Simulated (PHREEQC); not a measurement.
**Cooling-tower water (model solution)**

Synthetic water in mmol/kgw, 25 °C, pH 6.3, pe 11.2: Na 6.82; K 0.012; Ca 1.08; Mg 3.14; Cl 9.51; S(6) 0.92; Alkalinity (meq/kgw) 5.95; Sr 0.449; N(5) 0.0118; Cd 0.00775; Si 0.00177.

Cl is adjusted to close the charge balance.
Valence states are taken as typed.

All values are PHREEQC results (ion-association model, phreeqc.dat), not measurements.

No solid was allowed to form.

**Question.** What specific conductance does the model give?

**Answer.** specific conductance 1600 µS/cm.

**Question.** In which forms is Cd present?

**Answer.** Cd+2 61 %, CdCl+ 28 %, CdHCO3+ 6.4 %, CdSO4 4.0 %, CdCl2 0.7 % of the Cd.

Saturation is exceeded, for instance for Otavite; the values hold only as long as no solid forms.
